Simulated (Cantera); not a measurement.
What does this Cantera script print?

```python
import numpy as np
import cantera as ct

gas_names = """
    CL CL2 N N2 Si SiCL SiCL2 SiCL3 SiCL4 SiN Si2 Si2N Si3
""".split()
cond_names = """
    Si(cr) Si(L) Si3N4(a)
""".split()


# ... load() reads the species with a 1 bar reference pressure and builds the phases ...
atoms = {
    'Si3N4': {'Si': 3, 'N': 4},
    'Cl2': {'CL': 2},
    'N2': {'N': 2},
}
top_T = {'Si3N4(a)': 2400}  # K; cautious upper limits of use, not melting points


# ... equilibrate(T, P, feed) seeds the gas with the atoms and calls Mixture.equilibrate('TP', solver="vcs", rtol=1e-11, max_steps=5000) ...
results = []
feed = {'Si3N4': 1, 'Cl2': 45, 'N2': 0.36}  # mol
T = 948.15  # K
P = 10000  # Pa
mix = equilibrate(T, P, feed)
results.append((T, P, feed, dict(zip(mix.species_names, mix.species_moles))))
print(gas.report(threshold=1e-05))
for i in range(1, mix.n_phases):
    print(f"{mix.phase(i).name:16s} {mix.phase_moles(i):12.5e} mol")
```

It prints:

```
       temperature   948.15 K
          pressure   10000 Pa
           density   0.095509 kg/m^3
  mean mol. weight   75.293 kg/kmol
   phase of matter   gas

                          1 kg             1 kmol
                     ---------------   ---------------
          enthalpy       -2.4527e+05       -1.8467e+07  J
   internal energy       -3.4997e+05       -2.6351e+07  J
           entropy            3957.1        2.9794e+05  J/K
    Gibbs function       -3.9972e+06       -3.0096e+08  J
 heat capacity c_p            554.37             41740  J/K
 heat capacity c_v            443.94             33426  J/K

                      mass frac. Y      mole frac. X     chem. pot. / RT
                     ---------------   ---------------   ---------------
                CL        0.00023946         0.0005086            -15.64
               CL2           0.82742           0.87869           -31.281
                N2          0.019789          0.053188           -29.963
             SiCL4           0.15255          0.067611           -134.43
     [   +9 minor]        4.6226e-11         2.589e-11

Si(cr)            0.00000e+00 mol
Si3N4(a)          0.00000e+00 mol
```

Method: chemical equilibrium by Gibbs-energy minimisation in Cantera with the NASA 1993 tables (ideal gas, pure condensed phases).
